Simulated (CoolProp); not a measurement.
Vapour pressure (kPa) of carbon dioxide: the reference equation beside estimates from Tc = 304.1 K, pc = 7377 kPa, ω = 0.224. Clausius-Clapeyron is anchored at 235.2 K with a constant enthalpy of vaporisation of 14.03 kJ/mol.

Model: reference Helmholtz-energy equation of state, Span 1996, in CoolProp.

```
T (K)  reference  Lee-Kesler  Clausius-Clapeyron  van der Waals  Redlich-Kwong  Soave-Redlich-Kwong
-----  ---------  ----------  ------------------  -------------  -------------  -------------------
226.6      783.1       783.8               824.5           2018           1069                784.3
230.9      923.8       924.1               947.1           2210           1235                925.5
235.2       1082        1082                1082           2414           1419                 1085
239.5       1260        1259                1231           2628           1620                 1264
243.8       1459        1457                1394           2855           1841                 1465
248.1       1680        1677                1572           3094           2081                 1688
252.4       1924        1919                1765           3344           2342                 1935
256.7       2194        2187                1974           3607           2625                 2208
261         2490        2481                2199           3883           2930                 2508
```

Absolute difference from the reference over all 9 rows, mean and median: Lee-Kesler 0.2 and 0.1 %, Clausius-Clapeyron 5.7 and 5.3 %, van der Waals 100.3 and 95.7 %, Redlich-Kwong 26.6 and 26.2 %, Soave-Redlich-Kwong 0.4 and 0.4 %.
